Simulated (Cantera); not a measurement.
Charge: 1 mol MgO, 2.7 mol H2S, 7.7 mol CO2, at 0.730 bar.

Equilibrium computed with Cantera from the NASA thermochemical tables; the gas is ideal and each condensed phase is pure. Candidate condensed phases: C, C6H6, C7H8, C8H18, H2O, H2SO4, Mg, MgCO3, MgO, Mg(OH)2, MgS, MgSO4, S; 130 gas species. Gases not in the tables: S3 to S7. Rates play no part.

### Question
At 800 K, list the 5 most abundant gas species with their mole fractions, and the condensed phases.

### Answer
CO2 0.698, H2S 0.218, H2O 0.0389, COS 0.0304, CO 0.00781. Condensed: MgO(s).
